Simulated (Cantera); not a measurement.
# Carbon deposition, reforming and gasification: C₃H₆ + O₂

Feed: 1 mol C₃H₆, 0.75 mol O₂, equilibrated at 2.48 Torr.

Cantera equilibrium calculation (NASA polynomials, part measured and part estimated; ideal gas, pure solids and liquids). Candidate condensed phases: C, C₆H₆, C₇H₈, C₈H₁₈, H₂O; 110 gas species. Kinetics and transport are ignored.

From 1423 K to 2773 K the condensed part is C(graphite). The main C-bearing gas is CO throughout.

```json
[
 {"T (K)": "1423", "log p H₂": "-2.66", "log p H": "-6.51", "log p CO": "-2.96", "log p C₃": "<-14", "log p C₂H₂ (acetylene)": "-8.12", "log p C₂H": "<-14", "n C(graphite)": "1.50"},
 {"T (K)": "1573", "log p H₂": "-2.66", "log p H": "-5.72", "log p CO": "-2.96", "log p C₃": "<-14", "log p C₂H₂ (acetylene)": "-7.34", "log p C₂H": "-12.94", "n C(graphite)": "1.50"},
 {"T (K)": "1723", "log p H₂": "-2.66", "log p H": "-5.07", "log p CO": "-2.96", "log p C₃": "-14.01", "log p C₂H₂ (acetylene)": "-6.70", "log p C₂H": "-11.32", "n C(graphite)": "1.50"},
 {"T (K)": "1873", "log p H₂": "-2.66", "log p H": "-4.52", "log p CO": "-2.96", "log p C₃": "-12.01", "log p C₂H₂ (acetylene)": "-6.17", "log p C₂H": "-9.96", "n C(graphite)": "1.50"},
 {"T (K)": "2023", "log p H₂": "-2.67", "log p H": "-4.06", "log p CO": "-2.96", "log p C₃": "-10.31", "log p C₂H₂ (acetylene)": "-5.72", "log p C₂H": "-8.80", "n C(graphite)": "1.49"},
 {"T (K)": "2173", "log p H₂": "-2.70", "log p H": "-3.66", "log p CO": "-2.97", "log p C₃": "-8.86", "log p C₂H₂ (acetylene)": "-5.35", "log p C₂H": "-7.81", "n C(graphite)": "1.49"},
 {"T (K)": "2323", "log p H₂": "-2.74", "log p H": "-3.33", "log p CO": "-2.99", "log p C₃": "-7.59", "log p C₂H₂ (acetylene)": "-5.06", "log p C₂H": "-6.97", "n C(graphite)": "1.47"},
 {"T (K)": "2473", "log p H₂": "-2.83", "log p H": "-3.07", "log p CO": "-3.02", "log p C₃": "-6.49", "log p C₂H₂ (acetylene)": "-4.85", "log p C₂H": "-6.25", "n C(graphite)": "1.45"},
 {"T (K)": "2623", "log p H₂": "-2.98", "log p H": "-2.87", "log p CO": "-3.06", "log p C₃": "-5.51", "log p C₂H₂ (acetylene)": "-4.73", "log p C₂H": "-5.65", "n C(graphite)": "1.41"},
 {"T (K)": "2773", "log p H₂": "-3.21", "log p H": "-2.73", "log p CO": "-3.11", "log p C₃": "-4.65", "log p C₂H₂ (acetylene)": "-4.73", "log p C₂H": "-5.17", "n C(graphite)": "1.25"}
]
```
log p: log10 of the partial pressure in bar; n: condensed amount in mol.
